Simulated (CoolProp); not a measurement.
Saturated liquid density (kg/m³) of sulfur hexafluoride: the reference equation beside estimates from Tc = 318.7 K, pc = 37.55 bar, ω = 0.210. Rackett uses Z = 0.29056 − 0.08775 ω.

Computed with CoolProp (reference Helmholtz-energy equation of state, Guder 2009).

| T (K) | reference | Rackett | Redlich-Kwong | Soave-Redlich-Kwong |
|---|---|---|---|---|
| 251 | 1700 | 1755 | 1536 | 1596 |
| 256.9 | 1665 | 1717 | 1493 | 1553 |
| 262.8 | 1628 | 1678 | 1448 | 1508 |
| 268.7 | 1589 | 1637 | 1401 | 1460 |
| 274.6 | 1548 | 1594 | 1350 | 1408 |
| 280.5 | 1503 | 1547 | 1297 | 1352 |
| 286.4 | 1455 | 1496 | 1239 | 1292 |
| 292.2 | 1402 | 1442 | 1176 | 1226 |
| 298.1 | 1341 | 1379 | 1106 | 1151 |
| 304 | 1269 | 1306 | 1026 | 1065 |
| 309.9 | 1177 | 1213 | 929.2 | 959.3 |

Absolute difference from the reference over all 11 rows, mean and median: Rackett 3.0 and 3.0 %, Redlich-Kwong 14.4 and 13.7 %, Soave-Redlich-Kwong 10.9 and 10.0 %.
